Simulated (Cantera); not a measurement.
NO annealing gas

A perfectly stirred reactor is fed with 54.4 % NO, 45.6 % N2, at 69.0 Torr; it is held at 1898 K, and followed from long to short residence time.

Cantera simulation using GRI-Mech 3.0 (53 species, 325 reactions); the numbers are that mechanism's predictions, not measurements.

```tsv
τ (s)	x NO	x N2O	x O	x NO2	x N2	x O2
4.1	0.408	6.08e-5	0.000272	0.000145	0.524	0.0677
1.9	0.474	8.51e-5	0.000209	0.000124	0.491	0.0349
0.90	0.510	0.000101	0.000163	9.84e-5	0.473	0.0169
0.42	0.528	0.000110	0.000133	7.85e-5	0.464	0.00779
0.20	0.536	0.000112	0.000115	6.62e-5	0.460	0.00360
0.092	0.541	0.000109	0.000104	5.82e-5	0.458	0.00157
0.043	0.542	0.000101	9.41e-5	5.21e-5	0.457	0.000663
0.020	0.543	8.60e-5	8.22e-5	4.51e-5	0.456	0.000251
0.0093	0.544	6.46e-5	6.48e-5	3.47e-5	0.456	7.83e-5
```
x: mole fraction; the columns are a selection and need not sum to one.
